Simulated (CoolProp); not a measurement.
Dimethyl ether at several states: Z from the reference equation and from simpler models built on Tc = 127.2 °C, pc = 5.337 MPa, ω = 0.196; each cubic takes its own stable root.

Model: reference Helmholtz-energy equation of state, Wu 2011, in CoolProp.

| T (°C) | p (MPa) | phase | reference |
|---|---|---|---|
| 134.15 | 0.32 | gas | 0.9795 |
| -15.25 | 0.0327 | gas | 0.9900 |
| 34.55 | 4.48 | liquid | 0.1234 |
| -40.25 | 2.2 | liquid | 0.06904 |
| 51.15 | 2.01 | liquid | 0.05550 |

**Question.** How far does each simpler model (van der Waals, Redlich-Kwong, Peng-Robinson) lie from the reference over these 5 states: mean and median of the absolute difference, and the worst?

**Answer.** 
- van der Waals: mean 280.9 %, median 60.3 %, worst +1280.0 % at 51.15 °C and 2.01 MPa
- Redlich-Kwong: mean 8.2 %, median 11.0 %, worst +16.1 % at 51.15 °C and 2.01 MPa
- Peng-Robinson: mean 1.6 %, median 1.4 %, worst -3.3 % at -40.25 °C and 2.2 MPa

At some of these states van der Waals gives the other phase, because its saturation line lies elsewhere.
